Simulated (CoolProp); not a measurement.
Properties of methane along the isobar 53.1 bar (Tc = 190.6 K, pc = 45.99 bar, ω = 0.011).

The numbers come from the reference Helmholtz-energy equation of state, Setzmann 1991 in CoolProp.

```tsv
T (K)	phase	density (kg/m³)	Joule-Thomson coefficient (K/MPa)	isothermal compressibility (1/MPa)	viscosity (µPa s)	Prandtl number
163.6	liquid	340.2	0.04271	0.008950	49.3	1.73
179	liquid	299.6	0.6227	0.02207	36.5	1.95
194.3	supercritical	196.9	4.567	0.6430	19.2	6.50
209.7	supercritical	77.83	8.153	0.3413	10.7	1.46
225.1	supercritical	62.09	7.125	0.2667	10.6	1.11
240.4	supercritical	53.51	6.227	0.2389	10.8	0.982
255.8	supercritical	47.65	5.477	0.2240	11.1	0.913
271.2	supercritical	43.27	4.848	0.2147	11.5	0.870
286.5	supercritical	39.84	4.317	0.2085	11.9	0.842
301.9	supercritical	37.00	3.856	0.2039	12.3	0.821
```

Viscosity comes from a separate model (Quiñones-Cisneros 2006). Thermal conductivity comes from a separate model (Friend 1989).
